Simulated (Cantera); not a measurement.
# Nb + O2 + H2 (tantalum, niobium, vanadium and zirconium in process gases)

Feed: 1 mol Nb, 0.14 mol O2, 5.8 mol H2, held at 1200 K and 0.100 bar.

Cantera equilibrium calculation (NASA polynomials, part measured and part estimated; ideal gas, pure solids and liquids). Candidate condensed phases: H2O, Nb, NbO, NbO2, Nb2O5; 12 gas species. Mutual solubility and eutectic melting of coexisting phases are not modelled. NbO: taken at fixed stoichiometry. Condensed phases not in the tables: N, O or C dissolved in the metal. The numbers say what is thermodynamically allowed, not how fast it happens.

```
Quantity                                Value
----------------------------------  ---------
x(H2)                                   1.000
x(H2O)                                2.24e-6
n(Nb(s))                            0.720 mol
n(NbO(s))                           0.280 mol
gas amount                          5.800 mol
log10 activity of NbO2(s) (absent)      -1.86
log10 activity of NbO2(s) (absent)      -1.86
```
